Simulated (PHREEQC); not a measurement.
Make-up at 15 °C: 36 mmol/kgw H2SO4 and 0.081 mmol/kgw Al(NO3)3. Closed to the air; pH follows from the charge balance.

Model: ion-association model, wateq4f.dat, run in PHREEQC.

```
Property                  Result
----------------  --------------
pH                          1.38
ionic strength    0.0621 mol/kgw
total alkalinity    -72.0 meq/kg
```

```tsv
species	molality	activity	log γ
H+	0.0490	0.0415	-0.072
HSO4-	0.0230	0.0186	-0.091
SO4-2	0.0129	0.00568	-0.358
NO3-	0.000243	0.000193	-0.100
AlSO4+	5.76e-5	4.66e-5	-0.091
Al+3	1.32e-5	2.97e-6	-0.649
Al(SO4)2-	9.85e-6	7.98e-6	-0.091
```

Precipitation was switched off in this run. Complexes and solids missing from the database can't appear.
